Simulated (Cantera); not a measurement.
Cantera run, input and output.

```python
import numpy as np
import cantera as ct

gas = ct.Solution("gri30.yaml")


def delay(T, t_max=10):
    gas.TPX = T, 62000, {'CH3OH': 1, 'O2': 0.882, 'N2': 3.32}
    reactor = ct.IdealGasConstPressureReactor(gas, clone=False)
    net = ct.ReactorNet([reactor])
    net.rtol, net.atol = 1e-8, 1e-16
    while net.time < t_max:
        t_old, T_old = net.time, reactor.T
        net.step()
        if reactor.T > T + 400:  # ignition: a rise of 400 K
            return t_old + (T + 400 - T_old) / (reactor.T - T_old) * (net.time - t_old)
    return np.nan


taus = []
for T in [1073, 1173, 1273, 1373, 1473, 1573]:
    taus.append(delay(T))
    print(f"T0 = {T:6g} K   tau = {taus[-1]:.4e} s")
```

It prints:

```
T0 =   1073 K   tau = 1.3758e-01 s
T0 =   1173 K   tau = 2.0546e-02 s
T0 =   1273 K   tau = 4.2232e-03 s
T0 =   1373 K   tau = 1.1306e-03 s
T0 =   1473 K   tau = 3.7893e-04 s
T0 =   1573 K   tau = 1.5314e-04 s
```

Cantera simulation using GRI-Mech 3.0 (53 species, 325 reactions); the numbers are that mechanism's predictions, not measurements. GRI-Mech 3.0 was tuned for natural gas; its chemistry of methanol as a main component is partial and can be far from experiment.
